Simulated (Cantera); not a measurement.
Charge: 1 mol CH3Cl, a varied amount of Si, equilibrated at 1373.15 K and 20.0 Pa.

Cantera equilibrium calculation (NASA polynomials, part measured and part estimated; ideal gas, pure solids and liquids). Candidate condensed phases: C, C6H6, C7H8, C8H18, Si, SiC; 109 gas species. The tables' values for SiCl3 are old estimates; treat these amounts as uncertain. Rates play no part.

x: gas mole fraction; n: condensed amount in mol.

| n(Si) (mol) | x H2 | x HCl | x SiCl2 | x SiCl3 | n C(graphite) | n SiC(s) |
|---|---|---|---|---|---|---|
| 0.035 | 0.506 | 0.487 | 0.00572 | 0.000337 | 0.977 | 0.0227 |
| 0.046 | 0.506 | 0.487 | 0.00572 | 0.000337 | 0.966 | 0.0337 |
| 0.062 | 0.506 | 0.487 | 0.00572 | 0.000337 | 0.950 | 0.0497 |
| 0.082 | 0.506 | 0.487 | 0.00572 | 0.000337 | 0.930 | 0.0697 |
| 0.11 | 0.506 | 0.487 | 0.00572 | 0.000337 | 0.902 | (withheld) |
| 0.14 | 0.506 | 0.487 | 0.00572 | 0.000337 | 0.872 | 0.128 |
| 0.19 | 0.506 | 0.487 | 0.00572 | 0.000337 | 0.822 | 0.178 |
| 0.26 | 0.506 | 0.487 | 0.00572 | 0.000337 | 0.752 | 0.248 |
| 0.34 | 0.506 | 0.487 | 0.00572 | 0.000337 | 0.672 | 0.328 |
| 0.45 | 0.506 | 0.487 | 0.00572 | 0.000337 | (withheld) | (withheld) |
| 0.6 | 0.506 | 0.487 | 0.00572 | 0.000337 | 0.412 | 0.588 |
| 0.79 | 0.506 | 0.487 | 0.00572 | 0.000337 | 0.222 | 0.778 |
| 1.1 | 0.552 | 0.397 | 0.0474 | 0.00218 | 0 | 1.00 |

Q: What belongs in the gaps?

A: 
- 0.11, n SiC(s): 0.0977
- 0.45, n C(graphite): 0.562
- 0.45, n SiC(s): 0.438
